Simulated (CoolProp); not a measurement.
Saturated liquid density (kg/m³) of chloromethane (R40): the reference equation beside estimates from Tc = 418.6 K, pc = 69.29 bar, ω = 0.150.

Computed with CoolProp (reference Helmholtz-energy equation of state, Thol 2014).

```
T (K)   reference  van der Waals  Redlich-Kwong  Soave-Redlich-Kwong  Peng-Robinson
-----  ----------  -------------  -------------  -------------------  -------------
273         960.6     (withheld)          872.1                886.7           1003
283.4       940.9          584.9          851.6                867.4          981.7
293.9  (withheld)          572.6          829.9                846.7          958.9
304.4       898.9          559.7          806.9                824.6          934.5
314.8       876.8          546.3     (withheld)                801.3          908.6
325.3       853.4          531.9          757.0                776.1          880.3
335.7       828.8          516.8     (withheld)                749.2          850.1
346.2       802.4     (withheld)          700.4                719.9          816.7
356.7  (withheld)          482.8          668.6                687.9          780.2
367.1       743.1          463.8          634.3                653.0          740.0
377.6       708.2          442.4          596.1           (withheld)          694.3
388         668.0          418.3          553.3           (withheld)          642.3
```

**Question.** Complete the blanks.

**Answer.** 
- 273, van der Waals: 596.6
- 293.9, reference: 920.3
- 314.8, Redlich-Kwong: 782.8
- 335.7, Redlich-Kwong: 729.8
- 346.2, van der Waals: 500.5
- 356.7, reference: 774.0
- 377.6, Soave-Redlich-Kwong: 613.7
- 388, Soave-Redlich-Kwong: 569.2

Absolute difference from the reference over all 12 rows, mean and median: van der Waals 37.7 and 37.7 %, Redlich-Kwong 12.2 and 11.6 %, Soave-Redlich-Kwong 10.1 and 9.3 %, Peng-Robinson 2.9 and 3.4 %.
